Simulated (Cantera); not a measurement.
A perfectly stirred reactor is fed with H2 : O2 : N2 = 0.54 : 1 : 0.91 (molar parts), at 0.200 bar; it is held at 948 K, and followed from long to short residence time.

Detailed kinetics in Cantera: GRI-Mech 3.0 (53 species, 325 reactions). Below about 950 K walls govern HO2 and H2O2 in real vessels. The temperature is held fixed by assumption; the heat of reaction is taken as removed at once.

### Question
What does this change do: H2 0.54 to 0.17 parts?

### Answer
| quantity | before | after |
|---|---|---|
| x(H2) at τ = 2.00 s | 0.00912 | 0.000869 |
| x(O2) at τ = 2.00 s | 0.338 | 0.459 |
| x(HO2) at τ = 2.00 s | 5.96e-5 | 1.19e-5 |
| x(H) at τ = 2.00 s | 1.55e-6 | 7.47e-7 |
| x(H2O) at τ = 2.00 s | 0.237 | 0.0843 |
| x(H2) at τ = 83.0 ms | 0.0169 | 0.00408 |
| x(O2) at τ = 83.0 ms | 0.340 | 0.460 |
| x(HO2) at τ = 83.0 ms | 9.54e-5 | 3.67e-5 |
| x(H) at τ = 83.0 ms | 3.52e-5 | 1.75e-5 |
| x(H2O) at τ = 83.0 ms | 0.229 | 0.0809 |

### Question
What does this change do: N2 0.91 to 2.9 parts?

### Answer
```json
[
 {"quantity": "x(H2) at τ = 2.00 s", "before": "0.00912", "after": "0.00148"},
 {"quantity": "x(O2) at τ = 2.00 s", "before": "0.338", "after": "0.176"},
 {"quantity": "x(HO2) at τ = 2.00 s", "before": "5.96e-5", "after": "1.62e-5"},
 {"quantity": "x(H) at τ = 2.00 s", "before": "1.55e-6", "after": "2.30e-6"},
 {"quantity": "x(H2O) at τ = 2.00 s", "before": "0.237", "after": "0.128"},
 {"quantity": "x(H2) at τ = 83.0 ms", "before": "0.0169", "after": "0.00576"},
 {"quantity": "x(O2) at τ = 83.0 ms", "before": "0.340", "after": "0.177"},
 {"quantity": "x(HO2) at τ = 83.0 ms", "before": "9.54e-5", "after": "3.36e-5"},
 {"quantity": "x(H) at τ = 83.0 ms", "before": "3.52e-5", "after": "5.38e-5"},
 {"quantity": "x(H2O) at τ = 83.0 ms", "before": "0.229", "after": "0.123"}
]
```

### Question
What does this change do: pressure from 0.200 bar to 0.270 bar?

### Answer
```
quantity                before     after
---------------------  -------  --------
x(H2) at τ = 2.00 s    0.00912    0.0168
x(O2) at τ = 2.00 s      0.338     0.340
x(HO2) at τ = 2.00 s   5.96e-5   7.10e-5
x(H) at τ = 2.00 s     1.55e-6   9.16e-7
x(H2O) at τ = 2.00 s     0.237     0.228
x(H2) at τ = 83.0 ms    0.0169    0.0356
x(O2) at τ = 83.0 ms     0.340     0.347
x(HO2) at τ = 83.0 ms  9.54e-5  0.000139
x(H) at τ = 83.0 ms    3.52e-5   1.85e-5
x(H2O) at τ = 83.0 ms    0.229     0.207
```
